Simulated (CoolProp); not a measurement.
Values from CoolProp's reference Helmholtz-energy equation of state, Gao 2016.

Q: For sulfur dioxide, give the phase and the density (kg/m³), cp (kJ/(kg K)), cv (kJ/(kg K)), speed of sound (m/s) at 433.4 K and 2720 kPa; 474.1 K and 2720 kPa.

A: 
- 433.4 K and 2720 kPa: gas; density 55.5, cp 0.872, cv 0.624, speed of sound 243
- 474.1 K and 2720 kPa: gas; density 48.6, cp 0.824, cv 0.618, speed of sound 260
